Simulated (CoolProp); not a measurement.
Vapour pressure (kPa) of the fluoroketone C6F12O (FK-5-1-12): the reference equation beside estimates from Tc = 168.7 °C, pc = 1869 kPa, ω = 0.471. Clausius-Clapeyron is anchored at 78.55 °C with a constant enthalpy of vaporisation of 24.80 kJ/mol.

The numbers come from the reference Helmholtz-energy equation of state, McLinden 2015 in CoolProp.

```json
[
 {"T (°C)": "73.05", "reference": "217.5", "Lee-Kesler": "217.6", "Clausius-Clapeyron": "222.5", "Soave-Redlich-Kwong": "218.6"},
 {"T (°C)": "75.75", "reference": "235.1", "Lee-Kesler": "235.3", "Clausius-Clapeyron": "237.8", "Soave-Redlich-Kwong": "236.5"},
 {"T (°C)": "78.55", "reference": "254.6", "Lee-Kesler": "254.7", "Clausius-Clapeyron": "254.6", "Soave-Redlich-Kwong": "256.3"},
 {"T (°C)": "81.35", "reference": "275.2", "Lee-Kesler": "275.3", "Clausius-Clapeyron": "272.2", "Soave-Redlich-Kwong": "277.3"},
 {"T (°C)": "84.05", "reference": "296.3", "Lee-Kesler": "296.4", "Clausius-Clapeyron": "290.1", "Soave-Redlich-Kwong": "298.7"},
 {"T (°C)": "86.85", "reference": "319.5", "Lee-Kesler": "319.6", "Clausius-Clapeyron": "309.5", "Soave-Redlich-Kwong": "322.3"},
 {"T (°C)": "89.55", "reference": "343.1", "Lee-Kesler": "343.1", "Clausius-Clapeyron": "329.2", "Soave-Redlich-Kwong": "346.3"},
 {"T (°C)": "92.35", "reference": "369.0", "Lee-Kesler": "369.0", "Clausius-Clapeyron": "350.6", "Soave-Redlich-Kwong": "372.6"},
 {"T (°C)": "95.05", "reference": "395.3", "Lee-Kesler": "395.2", "Clausius-Clapeyron": "372.3", "Soave-Redlich-Kwong": "399.5"},
 {"T (°C)": "97.85", "reference": "424.1", "Lee-Kesler": "423.9", "Clausius-Clapeyron": "395.7", "Soave-Redlich-Kwong": "428.8"},
 {"T (°C)": "100.55", "reference": "453.4", "Lee-Kesler": "453.1", "Clausius-Clapeyron": "419.4", "Soave-Redlich-Kwong": "458.6"},
 {"T (°C)": "103.35", "reference": "485.3", "Lee-Kesler": "484.9", "Clausius-Clapeyron": "445.1", "Soave-Redlich-Kwong": "491.2"},
 {"T (°C)": "106.15", "reference": "518.9", "Lee-Kesler": "518.4", "Clausius-Clapeyron": "471.9", "Soave-Redlich-Kwong": "525.5"},
 {"T (°C)": "108.85", "reference": "552.9", "Lee-Kesler": "552.3", "Clausius-Clapeyron": "498.8", "Soave-Redlich-Kwong": "560.2"}
]
```

Absolute difference from the reference over all 14 rows, mean and median: Lee-Kesler 0.0 and 0.0 %, Clausius-Clapeyron 4.7 and 4.5 %, Soave-Redlich-Kwong 0.9 and 1.0 %.
